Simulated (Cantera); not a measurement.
Cantera run:

```python
import numpy as np
import cantera as ct

gas_names = """
    H HO2 H2 H2O H2O2 Hg O OH O2 O3
""".split()
cond_names = """
    H2O(s) H2O(L) Hg(cr) Hg(L) HgO(s)
""".split()


# ... load() reads the species with a 1 bar reference pressure and builds the phases ...
atoms = {
    'HgO': {'Hg': 1, 'O': 1},
    'H2': {'H': 2},
}
top_T = {}  # K; cautious upper limits of use, not melting points


# ... equilibrate(T, P, feed) seeds the gas with the atoms and calls Mixture.equilibrate('TP', solver="vcs", rtol=1e-11, max_steps=5000) ...
results = []
feed = {'HgO': 1, 'H2': 0.086}  # mol
T = 1473  # K
P = 39000  # Pa
mix = equilibrate(T, P, feed)
results.append((T, P, feed, dict(zip(mix.species_names, mix.species_moles))))
print(gas.report(threshold=1e-05))
for i in range(1, mix.n_phases):
    print(f"{mix.phase(i).name:16s} {mix.phase_moles(i):12.5e} mol")
```

Result:

```
       temperature   1473 K
          pressure   39000 Pa
           density   0.44734 kg/m^3
  mean mol. weight   140.48 kg/kmol
   phase of matter   gas

                          1 kg             1 kmol
                     ---------------   ---------------
          enthalpy        4.0204e+05        5.6478e+07  J
   internal energy        3.1486e+05        4.4231e+07  J
           entropy            1705.4        2.3958e+05  J/K
    Gibbs function         -2.11e+06       -2.9642e+08  J
 heat capacity c_p            191.35             26880  J/K
 heat capacity c_v            132.16             18566  J/K

                      mass frac. Y      mole frac. X     chem. pot. / RT
                     ---------------   ---------------   ---------------
               H2O         0.0071432          0.055703           -49.787
                Hg           0.92539           0.64808           -19.407
                OH        7.6726e-06        6.3377e-05           -32.364
                O2          0.067457           0.29615           -29.883
     [   +6 minor]        3.0976e-07         2.782e-06

Hg(L)             0.00000e+00 mol
```

Equilibrium computed with Cantera from the NASA thermochemical tables; the gas is ideal and each condensed phase is pure.
